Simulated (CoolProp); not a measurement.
Vapour-liquid equilibrium of ethane (1) + C3F8 (R218) (2) at 0.41 MPa; x and y are mole fractions of (1).

Model: multi-fluid Helmholtz-energy mixture model, Bücker 2006 and Lemmon 2006; pair parameters Bell 2016, in CoolProp.

| x | bubble temperature, mixture model (K) | bubble temperature, Raoult's law (K) | y, mixture model | y, Raoult's law |
|---|---|---|---|---|
| 0.05 | 261.9 | 266.0 | 0.315 | 0.244 |
| 0.125 | 247.5 | 257.4 | 0.618 | 0.487 |
| 0.2 | 237.3 | 250.4 | 0.765 | 0.642 |
| 0.275 | 230.6 | 244.5 | 0.836 | 0.744 |
| 0.35 | 226.4 | 239.6 | 0.873 | 0.815 |
| 0.425 | 223.8 | 235.3 | 0.894 | 0.865 |
| 0.5 | 222.1 | 231.6 | 0.907 | 0.901 |
| 0.575 | 220.9 | 228.3 | 0.916 | 0.928 |
| 0.65 | 220.0 | 225.4 | 0.925 | 0.949 |
| 0.725 | 219.1 | 222.8 | 0.934 | 0.965 |
| 0.8 | 218.1 | 220.5 | 0.944 | 0.977 |
| 0.875 | 217.1 | 218.3 | 0.959 | 0.987 |
| 0.95 | 216.0 | 216.4 | 0.981 | 0.995 |

The largest gap from Raoult's law is -13.9 K in bubble temperature, at x = 0.275. No azeotrope shows between x = 0.05 and 0.95.

The pair parameters rest on a limited set of measurements; away from them the model extrapolates. With so large a gap from Raoult's law the liquid may split in two, which this calculation doesn't test in full.
